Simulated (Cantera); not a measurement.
Cantera run, input and output.

```python
import numpy as np
import cantera as ct

gas = ct.Solution("gri30.yaml")
gas.TPX = 1750, 1900000, {'CO': 1, 'H2': 1.2, 'O2': 1.39, 'N2': 5.24}
reactor = ct.IdealGasConstPressureReactor(gas, energy="on", clone=False)
net = ct.ReactorNet([reactor])
net.rtol, net.atol = 1e-08, 1e-16
show = ['CO', 'H2', 'O2', 'NO', 'H']
times = np.geomspace(2e-06, 0.1, 15)

steps = ct.SolutionArray(gas, extra=["t"])
rows = []
print(f"{'t/s':>10s}{'T/K':>9s}{'P/Pa':>11s}" + "".join(f"{s:>11s}" for s in show))
for t in times:
    while net.time < t:
        t_next = net.step()
        steps.append(gas.state, t=t_next)
    rows.append([np.interp(t, steps.t, y) for y in (steps.T, steps.P, *steps(*show).X.T)])
    print(f"{t:10.3e}{rows[-1][0]:9.1f}{rows[-1][1]:11.4g}" + "".join(f"{x:11.3e}" for x in rows[-1][2:]))
rate = np.gradient(steps.T, steps.t)
print("integrator steps:", len(steps.t))
if steps.T.max() > steps.T[0] + 200:
    print(f"time of steepest temperature rise: {steps.t[rate.argmax()]:.4e} s")
gas.TPX = 1750, 1900000, {'CO': 1, 'H2': 1.2, 'O2': 1.39, 'N2': 5.24}
gas.equilibrate("HP")
print(f"equilibrium (HP): T = {gas.T:.1f} K  " + "  ".join(f"{s} {gas[s].X[0]:.3e}" for s in show))
```

It prints:

```
       t/s      T/K       P/Pa         CO         H2         O2         NO          H
 2.000e-06   2948.5    1.9e+06  4.651e-02  8.936e-03  5.405e-02  4.150e-04  5.471e-03
 4.332e-06   3049.8    1.9e+06  3.787e-02  7.389e-03  4.984e-02  1.218e-03  3.804e-03
 9.382e-06   3055.1    1.9e+06  3.715e-02  7.294e-03  4.875e-02  2.938e-03  3.686e-03
 2.032e-05   3050.9    1.9e+06  3.715e-02  7.313e-03  4.729e-02  6.240e-03  3.643e-03
 4.401e-05   3043.9    1.9e+06  3.717e-02  7.348e-03  4.496e-02  1.154e-02  3.575e-03
 9.533e-05   3036.4    1.9e+06  3.721e-02  7.389e-03  4.250e-02  1.716e-02  3.504e-03
 2.065e-04   3032.9    1.9e+06  3.723e-02  7.410e-03  4.138e-02  1.974e-02  3.472e-03
 4.472e-04   3032.6    1.9e+06  3.723e-02  7.412e-03  4.127e-02  1.999e-02  3.469e-03
 9.686e-04   3032.6    1.9e+06  3.723e-02  7.412e-03  4.127e-02  1.999e-02  3.469e-03
 2.098e-03   3032.6    1.9e+06  3.723e-02  7.412e-03  4.127e-02  1.999e-02  3.469e-03
 4.544e-03   3032.6    1.9e+06  3.723e-02  7.412e-03  4.127e-02  1.999e-02  3.469e-03
 9.842e-03   3032.6    1.9e+06  3.723e-02  7.412e-03  4.127e-02  1.999e-02  3.469e-03
 2.132e-02   3032.6    1.9e+06  3.723e-02  7.412e-03  4.127e-02  1.999e-02  3.469e-03
 4.617e-02   3032.6    1.9e+06  3.723e-02  7.412e-03  4.127e-02  1.999e-02  3.469e-03
 1.000e-01   3032.6    1.9e+06  3.723e-02  7.412e-03  4.127e-02  1.999e-02  3.469e-03
integrator steps: 1132
time of steepest temperature rise: 4.6550e-07 s
equilibrium (HP): T = 3032.6 K  CO 3.723e-02  H2 7.412e-03  O2 4.127e-02  NO 1.999e-02  H 3.469e-03
```

Detailed kinetics in Cantera: GRI-Mech 3.0 (53 species, 325 reactions). The hydrogen kinetics of GRI-Mech 3.0 are dated; newer H2 mechanisms differ, most at raised pressure. The pressure lies above the range GRI-Mech 3.0 was tuned for (to about 10 atm). Above 3000 K some thermodynamic fits are extrapolated.
